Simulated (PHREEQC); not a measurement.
# Buffer: an equilibrium model

Consider water at 25 °C with 4.4 mmol/kgw H3BO3, 130 mmol/kgw NaOH, 0.13 mmol/kgw KCl and 15 mmol/kgw H2SO4. It is in equilibrium with CO2 at log p = -3.4 (atm). Otherwise closed; pH follows from the charge balance.

Equilibrium calculation in PHREEQC: ion-association model, wateq4f.dat.

This is a speciation only: nothing precipitates in the calculation.

Q: Predict the pH, ionic strength.

A: pH 9.66; ionic strength 0.144 mol/kgw.

Q: In which forms is Na present?

A: Na+ 88 %, NaCO3- 9.6 %, NaSO4- 1.8 %, NaHCO3 1.0 % of the Na.
